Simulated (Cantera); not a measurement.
A freely propagating, adiabatic, planar premixed flame of CH4 : C2H6 : O2 : N2 = 1 : 0.95 : 3.55 : 13.3 (molar parts), equivalence ratio 1.5, unburnt at 425 K and 5.20 bar; mixture-averaged transport, grid criteria slope 0.08 and curve 0.16, no radiation.

Computed with Cantera and GRI-Mech 3.0 (53 species, 325 reactions). Burning velocities carry a grid error of a few per cent, more on coarse grids.

Task: Predict: laminar burning velocity; thermal thickness; peak x(HCO); peak x(H2).

Result: 
```
Quantity                     Result
------------------------  ---------
laminar burning velocity  19.3 cm/s
thermal thickness          0.204 mm
peak x(HCO)                 7.16e-6
peak x(H2)                   0.0757
```
